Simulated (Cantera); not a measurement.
An isothermal, constant-pressure homogeneous reactor starts with CH4 : H2 = 1 : 13 (molar parts), at 1450 K and 6.60 Torr. Integrator tolerance rtol = 1e-08.

Model: GRI-Mech 3.0 (53 species, 325 reactions), integrated in Cantera. GRI-Mech 3.0 stops at C3 and has no aromatics, soot or wall deposition, so with more carbon than oxygen in the feed, carbon stays in small species such as C2H2 where larger ones or solid carbon would form. Radical loss at walls, strong at low pressure, is not modelled.

| quantity | before | after |
|---|---|---|
| x(CH4) at 40.0 s | 0.0513 (gas-phase equilibrium 0.00221) | 0.0475 (gas-phase equilibrium 0.00396) |
| x(H2) at 40.0 s | 0.939 (gas-phase equilibrium 0.965) | 0.941 (gas-phase equilibrium 0.964) |
| x(CH3) at 40.0 s | 7.61e-5 (gas-phase equilibrium 4.61e-6) | 5.57e-5 (gas-phase equilibrium 6.12e-6) |
| x(C2H) at 40.0 s | 9.30e-10 (gas-phase equilibrium 4.54e-9) | 8.79e-10 (gas-phase equilibrium 3.27e-9) |
| x(CH2) at 40.0 s | 4.17e-9 (gas-phase equilibrium 3.69e-10) | 2.44e-9 (gas-phase equilibrium 3.64e-10) |

Q: Which change was made?
A. pressure from 6.60 Torr to 50.3 Torr
B. CH4 1 to 0.1 parts
C. pressure from 6.60 Torr to 3.38 Torr
D. pressure from 6.60 Torr to 12.0 Torr

A: D, pressure from 6.60 Torr to 12.0 Torr
